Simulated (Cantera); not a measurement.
# Thermodynamics of silicon nitride deposition, feed SiHCl3 + N2 + H2

Feed: 1 mol SiHCl3, 20 mol N2, 1.4 mol H2, held at 0.00560 bar.

Method: chemical equilibrium by Gibbs-energy minimisation in Cantera with the NASA 1993 tables (ideal gas, pure condensed phases). Candidate condensed phases: NH4Cl, Si, Si3N4; 28 gas species. N2 is the only nitrogen source here; it is nearly inert below about 1500 K, so the nitride shown seldom forms there in practice. The tables' values for SiCl3 are old estimates; treat these amounts as uncertain. Rates play no part.

From 800 K to 1325 K the condensed part is Si3N4(s). The main Si-bearing gas is SiCl4 at 800 K and SiCl2 at 1325 K. The share of Si in condensed phases is highest at 1175 K (86.4 %) and lowest at 800 K (78.3 %).

| T (K) | log p N2 | log p HCl | log p H2 | log p SiCl4 | log p SiCl2 | n Si3N4(s) |
|---|---|---|---|---|---|---|
| 800 | -2.32 | -3.28 | -3.69 | -4.27 | -11.76 | 0.261 |
| 875 | -2.32 | -3.26 | -3.71 | -4.33 | -10.20 | 0.270 |
| 950 | -2.32 | -3.24 | -3.74 | -4.38 | -8.89 | 0.277 |
| 1025 | -2.32 | -3.23 | -3.76 | -4.42 | -7.78 | 0.282 |
| 1100 | -2.32 | -3.22 | -3.77 | -4.47 | -6.82 | 0.286 |
| 1175 | -2.32 | -3.21 | -3.79 | -4.52 | -6.00 | 0.288 |
| 1250 | -2.32 | -3.21 | -3.79 | -4.59 | -5.29 | 0.285 |
| 1325 | -2.32 | -3.22 | -3.77 | -4.73 | -4.70 | 0.270 |
log p: log10 of the partial pressure in bar; n: condensed amount in mol.
